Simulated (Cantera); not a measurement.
A Cantera script and its output.

```python
import numpy as np
import cantera as ct

gas = ct.Solution("h2o2.yaml")
gas.TPX = 948, 13332, {'H2': 0.36, 'O2': 1, 'N2': 0.86}
reactor = ct.IdealGasConstPressureReactor(gas, energy="off", clone=False)
net = ct.ReactorNet([reactor])
net.rtol, net.atol = 1e-08, 1e-18
show = ['H2', 'O2', 'H', 'OH', 'H2O']
times = np.geomspace(2e-06, 5, 10)

steps = ct.SolutionArray(gas, extra=["t"])
rows = []
print(f"{'t/s':>10s}{'T/K':>9s}{'P/Pa':>11s}" + "".join(f"{s:>11s}" for s in show))
for t in times:
    while net.time < t:
        t_next = net.step()
        steps.append(gas.state, t=t_next)
    rows.append([np.interp(t, steps.t, y) for y in (steps.T, steps.P, *steps(*show).X.T)])
    print(f"{t:10.3e}{rows[-1][0]:9.1f}{rows[-1][1]:11.4g}" + "".join(f"{x:11.3e}" for x in rows[-1][2:]))
rate = np.gradient(steps.T, steps.t)
print("integrator steps:", len(steps.t))
if steps.T.max() > steps.T[0] + 200:
    print(f"time of steepest temperature rise: {steps.t[rate.argmax()]:.4e} s")
gas.TPX = 948, 13332, {'H2': 0.36, 'O2': 1, 'N2': 0.86}
gas.equilibrate("TP")
print(f"equilibrium (TP): T = {gas.T:.1f} K  " + "  ".join(f"{s} {gas[s].X[0]:.3e}" for s in show))
```

Output:

```
       t/s      T/K       P/Pa         H2         O2          H         OH        H2O
 2.000e-06    948.0  1.333e+04  1.622e-01  4.505e-01  3.078e-12  6.334e-14  1.327e-14
 1.028e-05    948.0  1.333e+04  1.622e-01  4.505e-01  1.522e-11  9.745e-13  1.167e-12
 5.282e-05    948.0  1.333e+04  1.622e-01  4.505e-01  1.058e-10  1.167e-11  7.088e-11
 2.714e-04    948.0  1.333e+04  1.622e-01  4.505e-01  1.764e-08  2.174e-09  2.915e-08
 1.395e-03    948.0  1.333e+04  1.695e-02  4.054e-01  1.852e-03  1.187e-03  1.560e-01
 7.169e-03    948.0  1.333e+04  2.379e-03  4.026e-01  9.287e-06  6.167e-05  1.738e-01
 3.684e-02    948.0  1.333e+04  4.848e-04  4.021e-01  4.466e-07  1.580e-05  1.759e-01
 1.893e-01    948.0  1.333e+04  4.192e-05  4.020e-01  1.346e-08  5.823e-06  1.764e-01
 9.729e-01    948.0  1.333e+04  4.422e-07  4.020e-01  6.432e-11  1.989e-06  1.765e-01
 5.000e+00    948.0  1.333e+04  6.177e-10  4.020e-01  9.327e-13  6.978e-07  1.765e-01
integrator steps: 1653
equilibrium (TP): T = 948.0 K  H2 1.309e-11  O2 4.020e-01  H 5.229e-15  OH 1.021e-07  H2O 1.765e-01
```

Detailed kinetics in Cantera: the H2/O2 subset of GRI-Mech 3.0, which has no nitrogen chemistry. Radical loss at walls, strong at low pressure, is not modelled. Below about 950 K walls govern HO2 and H2O2 in real vessels. The temperature is held fixed by assumption; the heat of reaction is taken as removed at once.
